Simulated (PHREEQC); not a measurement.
Dissolve 0.0063 mol HF, 0.17 mol NH4F and 4.3e-05 mol (NH4)2SiF6 per kg of water at 50 °C. Closed to the air; pH follows from the charge balance.

The numbers come from PHREEQC with the ion-association model, phreeqc.dat.

No solid was allowed to form.

Q: Order these F species by the share of F that they hold, largest first: SiF6-2, F-, HF, HF2-.

A: F- (95 %), HF2- (3.0 %), HF (2.1 %), SiF6-2 (0.15 %)

The pH is 4.87 and the ionic strength 0.170 mol/kgw. Species that the database lacks are ignored. Constants without temperature data keep their 25 °C values here. SiF6-2 is the database's only silicon fluoride.
